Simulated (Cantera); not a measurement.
Input: 1 mol Fe(CO)5, 0.11 mol N2, equilibrated at 2.50 bar.

Cantera equilibrium calculation (NASA polynomials, part measured and part estimated; ideal gas, pure solids and liquids). Candidate condensed phases: C, Fe, Fe(CO)5, FeO, Fe2O3, Fe3O4; 27 gas species. Condensed phases not in the tables: cementite and carbon dissolved in iron. Equilibrium is a limit: real reactors are often held back by kinetics, nucleation or transport.

Q: At 1050 °C, list the 3 most abundant gas species with their mole fractions, and the condensed phases.

A: CO 0.969, N2 0.0217, CO2 0.00928. Condensed: C(graphite) + Fe(γ).
